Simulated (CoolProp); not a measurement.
Vapour-liquid equilibrium of ethanol (1) + o-xylene (2) at 188.95 °C; x and y are mole fractions of (1).

Computed with CoolProp (multi-fluid Helmholtz-energy mixture model, Schroeder 2014 and Zhou 2012; pair parameters Bell 2016).

```tsv
x	bubble pressure (kPa)	y at the bubble point	dew pressure at overall composition x (kPa)	liquid density (mol/L)
0.05	___	0.457	305.4	6.953
0.2	1073	0.726	365.1	7.399
0.35	___	0.795	___	7.927
0.5	1606	___	590.0	___
0.65	1813	___	844.6	9.394
0.8	2042	0.920	1409	10.48
0.95	2299	0.978	2180	11.97
```

Question: Some entries are withheld; supply them.

Answer: 
- 0.05, bubble pressure (kPa): 542.8
- 0.35, bubble pressure (kPa): 1384
- 0.35, dew pressure at overall composition x (kPa): 451.8
- 0.5, y at the bubble point: 0.836
- 0.5, liquid density (mol/L): 8.573
- 0.65, y at the bubble point: 0.874

No azeotrope shows between x = 0.05 and 0.95.

The pair parameters rest on a limited set of measurements; away from them the model extrapolates. With so large a gap from Raoult's law the liquid may split in two, which this calculation doesn't test in full.
